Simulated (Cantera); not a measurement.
A closed system holds: 1 mol CsCl, 3 mol H2O, 33 mol H2.

Equilibrium computed with Cantera from the NASA thermochemical tables; the gas is ideal and each condensed phase is pure. Candidate condensed phases: Cs, CsCl, CsOH, H2O; 22 gas species. The numbers say what is thermodynamically allowed, not how fast it happens.

### Question
What condenses at these points (T in K, P in Pa): (1173, 25000); (1373, 0.40); (1423, 1.6); (1173, 100000); (1373, 25000)?

### Answer
```csv
T (K),P in Pa,condensed phases,Cs condensed (%)
1173,25000,gas only,0.0
1373,0.40,gas only,0.0
1423,1.6,gas only,0.0
1173,100000,CsCl,13.0
1373,25000,gas only,0.0
```
